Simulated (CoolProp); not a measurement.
Saturation properties of normal hydrogen.

The numbers come from the reference Helmholtz-energy equation of state, Leachman 2009 in CoolProp.

```json
[
 {"T (°C)": "-253.85", "p (kPa)": "72.83", "liquid density (kg/m³)": "72.03", "vapour density (kg/m³)": "0.9902", "liquid cp (kJ/(kg K))": "9.204", "vapour viscosity (µPa s)": "0.937"},
 {"T (°C)": "-252.85", "p (kPa)": "99.28", "liquid density (kg/m³)": "70.93", "vapour density (kg/m³)": "1.308", "liquid cp (kJ/(kg K))": "9.734", "vapour viscosity (µPa s)": "0.992"},
 {"T (°C)": "-251.95", "p (kPa)": "128.5", "liquid density (kg/m³)": "69.88", "vapour density (kg/m³)": "1.652", "liquid cp (kJ/(kg K))": "?", "vapour viscosity (µPa s)": "1.04"},
 {"T (°C)": "-250.95", "p (kPa)": "167.5", "liquid density (kg/m³)": "68.64", "vapour density (kg/m³)": "2.107", "liquid cp (kJ/(kg K))": "10.91", "vapour viscosity (µPa s)": "1.10"},
 {"T (°C)": "-250.05", "p (kPa)": "209.4", "liquid density (kg/m³)": "67.46", "vapour density (kg/m³)": "2.591", "liquid cp (kJ/(kg K))": "11.57", "vapour viscosity (µPa s)": "1.15"},
 {"T (°C)": "-249.05", "p (kPa)": "263.9", "liquid density (kg/m³)": "66.05", "vapour density (kg/m³)": "3.224", "liquid cp (kJ/(kg K))": "12.41", "vapour viscosity (µPa s)": "1.22"},
 {"T (°C)": "-248.15", "p (kPa)": "321.0", "liquid density (kg/m³)": "64.70", "vapour density (kg/m³)": "3.894", "liquid cp (kJ/(kg K))": "13.30", "vapour viscosity (µPa s)": "1.27"},
 {"T (°C)": "-247.15", "p (kPa)": "394.0", "liquid density (kg/m³)": "63.08", "vapour density (kg/m³)": "?", "liquid cp (kJ/(kg K))": "?", "vapour viscosity (µPa s)": "1.34"},
 {"T (°C)": "-246.25", "p (kPa)": "469.0", "liquid density (kg/m³)": "61.49", "vapour density (kg/m³)": "5.693", "liquid cp (kJ/(kg K))": "15.82", "vapour viscosity (µPa s)": "1.41"},
 {"T (°C)": "-245.25", "p (kPa)": "563.5", "liquid density (kg/m³)": "59.55", "vapour density (kg/m³)": "6.914", "liquid cp (kJ/(kg K))": "17.75", "vapour viscosity (µPa s)": "1.49"},
 {"T (°C)": "-244.35", "p (kPa)": "659.3", "liquid density (kg/m³)": "?", "vapour density (kg/m³)": "8.232", "liquid cp (kJ/(kg K))": "?", "vapour viscosity (µPa s)": "1.58"},
 {"T (°C)": "-243.35", "p (kPa)": "?", "liquid density (kg/m³)": "55.09", "vapour density (kg/m³)": "10.03", "liquid cp (kJ/(kg K))": "24.19", "vapour viscosity (µPa s)": "1.69"},
 {"T (°C)": "-242.45", "p (kPa)": "898.8", "liquid density (kg/m³)": "52.41", "vapour density (kg/m³)": "12.09", "liquid cp (kJ/(kg K))": "30.50", "vapour viscosity (µPa s)": "1.81"},
 {"T (°C)": "-241.45", "p (kPa)": "?", "liquid density (kg/m³)": "48.56", "vapour density (kg/m³)": "15.23", "liquid cp (kJ/(kg K))": "46.71", "vapour viscosity (µPa s)": "2.00"},
 {"T (°C)": "-240.55", "p (kPa)": "1197", "liquid density (kg/m³)": "43.10", "vapour density (kg/m³)": "20.01", "liquid cp (kJ/(kg K))": "116.7", "vapour viscosity (µPa s)": "2.30"}
]
```

What belongs in the gaps?


- -251.95, liquid cp (kJ/(kg K)): 10.26
- -247.15, vapour density (kg/m³): 4.767
- -247.15, liquid cp (kJ/(kg K)): 14.49
- -244.35, liquid density (kg/m³): 57.59
- -244.35, liquid cp (kJ/(kg K)): 20.15
- -243.35, p (kPa): 778.7
- -241.45, p (kPa): 1048

It boils at -252.8 °C under 1 atm.

Viscosity comes from a separate model (Muzny 2013).
